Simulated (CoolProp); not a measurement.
Vinyl chloride along the isotherm 430 K: fugacity coefficient from the reference equation and from simpler models built on Tc = 425.0 K, pc = 5600 kPa, ω = 0.160; each cubic takes its own stable root.

The numbers come from the reference Helmholtz-energy equation of state, Thol 2022 in CoolProp.

```csv
p (kPa),phase,reference,van der Waals,Redlich-Kwong,Soave-Redlich-Kwong
44.3,gas,0.9975,0.9977,0.9974,0.9974
74.7,gas,0.9959,0.9962,0.9956,0.9956
126,gas,0.9930,0.9935,0.9926,0.9926
213,gas,0.9882,0.9890,0.9875,0.9875
359,gas,0.9801,0.9815,0.9790,0.9790
606,gas,0.9664,0.9689,0.9646,0.9647
1020,gas,0.9436,0.9477,0.9407,0.9409
1730,gas,0.9045,0.9114,0.9001,0.9004
2910,gas,0.8396,0.8511,0.8335,0.8341
4920,gas,0.7263,0.7456,0.7204,0.7215
8300,supercritical,0.5152,0.5462,0.5187,0.5211
14000,supercritical,0.3583,0.4040,0.3690,0.3710
```
